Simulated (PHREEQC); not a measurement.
Consider water at 25 °C with 0.016 mol CdSO4, 0.11 mol NaCl and 0.15 mol MnSO4 per kg of water. Closed to the air; pH follows from the charge balance.

All values are PHREEQC results (ion-association model, wateq4f.dat), not measurements.

Task: The ionic strength comes out as 0.454 mol/kgw. What activity coefficients do Cl-, Mn+2, Na+, NaSO4-, SO4-2 get?

Result: Cl- 0.65, Mn+2 0.26, Na+ 0.71, NaSO4- 0.70, SO4-2 0.21.

This is a speciation only: nothing precipitates in the calculation.
